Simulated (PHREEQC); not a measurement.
0.2 g of hydrous ferric oxide (600 m²/g; 0.2 weak and 0.005 strong sites per Fe, Dzombak-Morel constants, diffuse double layer) in 1 kg of water with 0.005 mol/kgw of an inert sodium salt and 0.00053 mol Na2SO4 and 5.2e-05 mol Ag2SO4, at 25 °C; the pH is set by adding NaOH or the inert anion's acid. Oxygen alone is held at its pressure in air (log pO2 = -0.68). CO2 from the air is kept out. Nothing may precipitate in this run.

The series has 13 steps of pH, from 3 to 9.

Equilibrium calculation in PHREEQC: ion-association model, wateq4f.dat.

Question: Near which pH is half of the Ag sorbed, and on which side is more sorbed?

Answer: Near pH 8.7, with more sorbed at higher pH.

Complexes and solids missing from the database can't appear. The oxide is taken as insoluble; below pH 4 it would dissolve.
